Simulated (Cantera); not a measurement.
A closed system holds: 1 mol CH₄, 2.4 mol H₂O, 5.3 mol N₂, held at 0.210 bar.

Cantera equilibrium calculation (NASA polynomials, part measured and part estimated; ideal gas, pure solids and liquids). Candidate condensed phases: C, C₆H₆, C₇H₈, C₈H₁₈, H₂O; 169 gas species. Ions and electrons are included (thermal ionisation). Rates play no part.

x: gas mole fraction; nothing condenses.

```csv
T (K),x H,x N₂,x H₂,x H₂O,x CO,x O,x N,x OH
2500,0.0285,0.487,0.270,0.120,0.0858,0.000182,4.45e-7,0.00262
2750,0.0738,0.473,0.244,0.108,0.0840,0.00167,3.61e-6,0.00874
3000,?,0.444,?,?,0.0800,?,?,?
3250,0.271,0.402,0.149,0.0375,0.0740,0.0291,8.54e-5,0.0269
3500,?,0.363,?,?,0.0680,?,?,?
3750,0.462,0.339,0.0447,0.00214,0.0641,0.0687,0.000853,0.0116
4000,0.501,0.327,0.0207,0.000397,0.0622,0.0761,0.00222,0.00561
4250,0.517,0.321,0.00974,7.92e-5,0.0613,0.0795,0.00518,0.00271
4500,0.523,0.315,0.00481,1.79e-5,0.0607,0.0811,0.0110,0.00136
4750,0.524,0.307,0.00251,4.58e-6,0.0601,0.0817,0.0216,0.000723
5000,0.521,0.295,0.00138,1.32e-6,0.0591,0.0819,0.0393,0.000403
```

Q: Some entries are withheld; supply them.

A: 
- 3500, x H: 0.386
- 3500, x H₂: 0.0895
- 3500, x H₂O: 0.0107
- 3500, x O: 0.0531
- 3500, x N: 0.000291
- 3500, x OH: 0.0211
- 3000, x H: 0.156
- 3000, x H₂: 0.204
- 3000, x H₂O: 0.0786
- 3000, x O: 0.00932
- 3000, x N: 2.03e-5
- 3000, x OH: 0.0199
